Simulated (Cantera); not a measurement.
A Cantera script and its output.

```python
import numpy as np
import cantera as ct

gas = ct.Solution("gri30.yaml")
gas.TPX = 1350, 100000, {'C2H6': 1, 'H2': 1.3, 'N2': 0.031}
reactor = ct.IdealGasConstPressureReactor(gas, energy="off", clone=False)
net = ct.ReactorNet([reactor])
net.rtol, net.atol = 1e-08, 1e-18
show = ['C2H6', 'H2', 'CH4', 'C2H4', 'C2H2']
times = np.geomspace(5e-06, 200, 12)

steps = ct.SolutionArray(gas, extra=["t"])
rows = []
print(f"{'t/s':>10s}{'T/K':>9s}{'P/Pa':>11s}" + "".join(f"{s:>11s}" for s in show))
for t in times:
    while net.time < t:
        t_next = net.step()
        steps.append(gas.state, t=t_next)
    rows.append([np.interp(t, steps.t, y) for y in (steps.T, steps.P, *steps(*show).X.T)])
    print(f"{t:10.3e}{rows[-1][0]:9.1f}{rows[-1][1]:11.4g}" + "".join(f"{x:11.3e}" for x in rows[-1][2:]))
rate = np.gradient(steps.T, steps.t)
print("integrator steps:", len(steps.t))
if steps.T.max() > steps.T[0] + 200:
    print(f"time of steepest temperature rise: {steps.t[rate.argmax()]:.4e} s")
gas.TPX = 1350, 100000, {'C2H6': 1, 'H2': 1.3, 'N2': 0.031}
gas.equilibrate("TP")
print(f"equilibrium (TP): T = {gas.T:.1f} K  " + "  ".join(f"{s} {gas[s].X[0]:.3e}" for s in show))
```

Result:

```
       t/s      T/K       P/Pa       C2H6         H2        CH4       C2H4       C2H2
 5.000e-06   1350.0      1e+05  4.285e-01  5.577e-01  1.407e-04  1.185e-04  1.059e-09
 2.455e-05   1350.0      1e+05  4.212e-01  5.590e-01  1.389e-03  4.216e-03  1.121e-06
 1.205e-04   1350.0      1e+05  3.562e-01  5.708e-01  1.398e-02  4.397e-02  1.421e-04
 5.919e-04   1350.0      1e+05  1.618e-01  6.033e-01  5.785e-02  1.604e-01  3.077e-03
 2.906e-03   1350.0      1e+05  1.368e-02  6.267e-01  1.014e-01  2.260e-01  2.228e-02
 1.427e-02   1350.0      1e+05  3.280e-03  6.335e-01  1.127e-01  1.833e-01  5.775e-02
 7.007e-02   1350.0      1e+05  2.051e-03  6.331e-01  1.355e-01  1.170e-01  1.033e-01
 3.441e-01   1350.0      1e+05  1.524e-03  5.966e-01  1.932e-01  9.220e-02  1.071e-01
 1.689e+00   1350.0      1e+05  1.076e-03  5.239e-01  2.984e-01  7.242e-02  9.429e-02
 8.295e+00   1350.0      1e+05  7.496e-04  4.542e-01  3.988e-01  5.477e-02  8.102e-02
 4.073e+01   1350.0      1e+05  6.987e-04  4.404e-01  4.185e-01  5.150e-02  7.826e-02
 2.000e+02   1350.0      1e+05  6.987e-04  4.404e-01  4.186e-01  5.150e-02  7.826e-02
integrator steps: 1480
equilibrium (TP): T = 1350.0 K  C2H6 6.838e-04  H2 4.431e-01  CH4 4.154e-01  C2H4 5.010e-02  C2H2 7.567e-02
```

Computed with Cantera and GRI-Mech 3.0 (53 species, 325 reactions). GRI-Mech 3.0 stops at C3 and has no aromatics, soot or wall deposition, so with more carbon than oxygen in the feed, carbon stays in small species such as C2H2 where larger ones or solid carbon would form.
